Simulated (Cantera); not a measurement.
**Moist CO burnout**

An isothermal, constant-pressure homogeneous reactor starts with 0.235 % CO, 1.67 % O₂, 0.0970 % H₂O, 98.0 % N₂, at 1200 K and 35000 Pa.

Cantera simulation using GRI-Mech 3.0 (53 species, 325 reactions); the numbers are that mechanism's predictions, not measurements.

```tsv
t (s)	x CO	x O₂	x H₂O	x NO	x O
0.000800	0.00235	0.0167	0.000970	<1e-12	5.38e-10
0.00138	0.00235	0.0167	0.000970	<1e-12	9.51e-10
0.00240	0.00235	0.0167	0.000970	<1e-12	1.78e-9
0.00415	0.00235	0.0167	0.000970	<1e-12	3.90e-9
0.00718	0.00235	0.0167	0.000970	<1e-12	1.24e-8
0.0124	0.00235	0.0167	0.000970	<1e-12	8.20e-8
0.0215	0.00235	0.0167	0.000970	<1e-12	2.08e-6
0.0372	0.00208	0.0165	0.000948	1.04e-9	0.000139
0.0644	0.000902	0.0159	0.000938	3.43e-8	0.000159
0.111	0.000310	0.0156	0.000957	6.09e-8	5.61e-5
0.193	0.000104	0.0155	0.000965	7.50e-8	1.89e-5
0.334	3.45e-5	0.0155	0.000968	8.31e-8	6.36e-6
0.578	1.10e-5	0.0155	0.000969	8.78e-8	2.15e-6
1.00	3.39e-6	0.0155	0.000970	9.06e-8	7.37e-7
```
x: mole fraction; the columns are a selection and need not sum to one.

Equilibrium at this temperature and pressure: CO 5.62e-10, O₂ 0.0155, H₂O 0.000971, NO 5.96e-5, O 5.30e-9 (gas phase only).
